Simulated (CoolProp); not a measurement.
Saturated liquid density (kg/m³) of R1233zd(E): the reference equation beside estimates from Tc = 165.7 °C, pc = 3.583 MPa, ω = 0.304. Rackett uses Z = 0.29056 − 0.08775 ω.

Computed with CoolProp (reference Helmholtz-energy equation of state, Akasaka 2022).

| T (°C) | reference | Rackett | van der Waals | Redlich-Kwong | Soave-Redlich-Kwong | Peng-Robinson |
|---|---|---|---|---|---|---|
| 77.45 | 1123 | 1128 | 661.3 | 934.7 | 990.1 | 1124 |
| 83.75 | 1103 | 1108 | 649.6 | 913.8 | 968.8 | 1100 |
| 90.15 | 1083 | 1087 | 637.3 | 891.6 | 946.2 | 1074 |
| 96.45 | 1062 | 1066 | 624.6 | 868.7 | 922.6 | 1047 |
| 102.85 | 1040 | 1043 | 611.1 | 844.4 | 897.2 | 1018 |
| 109.15 | 1016 | 1020 | 597.1 | 819.2 | 870.7 | 987.9 |
| 115.55 | 991.2 | 994.4 | 582.0 | 792.2 | 841.9 | 954.7 |
| 121.85 | 964.7 | 968.0 | 566.2 | 763.9 | 811.5 | 919.5 |
| 128.25 | 935.6 | 939.0 | 548.9 | 733.0 | 778.0 | 880.5 |
| 134.65 | 903.5 | 907.3 | 530.0 | 699.7 | 741.4 | 837.7 |
| 140.95 | 868.0 | 872.4 | 509.5 | 663.5 | 701.4 | 790.7 |
| 147.35 | 826.2 | 831.5 | 485.7 | 622.2 | 655.2 | 736.2 |
| 153.65 | 775.6 | 782.4 | 457.9 | 574.5 | 601.3 | 672.4 |

Absolute difference from the reference over all 13 rows, mean and median: Rackett 0.4 and 0.4 %, van der Waals 41.2 and 41.2 %, Redlich-Kwong 20.6 and 20.1 %, Soave-Redlich-Kwong 15.8 and 15.1 %, Peng-Robinson 4.8 and 3.7 %.
